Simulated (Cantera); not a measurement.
What does this Cantera script print?

```python
import numpy as np
import cantera as ct

gas_names = """
    C CN CO CO2 C2 CCN CNC C2N2 C2O C3 C3O2 C4 C4N2 C5 Mg MgN MgO Mg2 N NCO NO NO2 NO3 N2 N2O O O2 O3
""".split()
cond_names = """
    C(gr) Mg(cr) Mg(L) MgCO3(s) MgO(s) MgO(L)
""".split()


def load(file, names, dense=False):
    # The tables refer to 1 bar. Condensed volumes are neglected.
    table = {s.name: s for s in ct.Species.list_from_file(file)}
    out = []
    for n in names:
        d = dict(table[n].input_data)
        d["thermo"] = dict(d["thermo"], **{"reference-pressure": 1e5})
        if dense:
            d["equation-of-state"] = {"model": "constant-volume", "density": "1e6 g/cm^3"}
        out.append(ct.Species.from_dict(d))
    return out


gas = ct.Solution(thermo="ideal-gas", species=load("nasa_gas.yaml", gas_names))
cond = {s.name: ct.Solution(thermo="fixed-stoichiometry", species=[s], name=s.name)
        for s in load("nasa_condensed.yaml", cond_names, dense=True)}
atoms = {
    'MgCO3': {'Mg': 1, 'C': 1, 'O': 3},
    'O2': {'O': 2},
    'N2': {'N': 2},
}
top_T = {'C(gr)': 4500}  # K; cautious upper limits of use, not melting points


def equilibrate(T, P, feed):
    n = {}
    for name, mol in feed.items():
        for a, k in atoms[name].items():
            n[a] = n.get(a, 0.0) + k * mol
    gas.TPX = T, P, n
    mass = sum(n.values()) * gas.mean_molecular_weight
    gas.equilibrate("TP")
    valid = [c for c in cond.values() if c.min_temp <= T <= top_T.get(c.name, c.max_temp)]
    mix = ct.Mixture([(gas, mass / gas.mean_molecular_weight)] + [(c, 0.0) for c in valid])
    mix.T, mix.P = T, P
    mix.equilibrate("TP", solver="vcs", rtol=1e-11, max_steps=5000)
    return mix


results = []
feed = {'MgCO3': 1, 'O2': 0.29, 'N2': 26}  # mol
P = 1000  # Pa
for T in [1200, 1300, 1400, 1500, 1600, 1700, 1800, 1900]:
    mix = equilibrate(T, P, feed)
    results.append((T, P, feed, dict(zip(mix.species_names, mix.species_moles))))

top = {s: max(r[3][s] / sum(r[3][g] for g in gas_names) for r in results) for s in gas_names}
cols = sorted((s for s in top if top[s] > 1e-05), key=lambda s: -top[s])[:5]
seen = [c for c in cond_names if any(r[3].get(c, 0) > 1e-12 for r in results)]
print("log10 of partial pressures in bar; condensed amounts in mol")
print(f"{'T/K':>10s}" + "".join(f"{s[:9]:>10s}" for s in cols + seen))
for T, P, feed, n in results:
    ng = sum(n[g] for g in gas_names)
    print(f"{T:10.4g}" + "".join(f"{np.log10(max(n[s] / ng * P / 1e5, 1e-99)):10.3f}" for s in cols)
          + "".join(f"{n.get(c, 0):10.4g}" for c in seen))
```

It prints:

```
log10 of partial pressures in bar; condensed amounts in mol
       T/K        N2       CO2        O2        CO        NO    MgO(s)
      1200    -2.021    -3.436    -3.975    -9.207    -6.316         1
      1300    -2.021    -3.436    -3.976    -8.264    -6.010         1
      1400    -2.021    -3.436    -3.977    -7.456    -5.748         1
      1500    -2.021    -3.436    -3.980    -6.757    -5.522         1
      1600    -2.021    -3.437    -3.982    -6.146    -5.324         1
      1700    -2.021    -3.439    -3.984    -5.610    -5.150         1
      1800    -2.021    -3.445    -3.982    -5.140    -4.993         1
      1900    -2.022    -3.459    -3.972    -4.734    -4.848    0.9999
```

These are equilibrium values from Cantera (NASA tables, ideal gas, pure condensed phases), not measurements of a reactor.
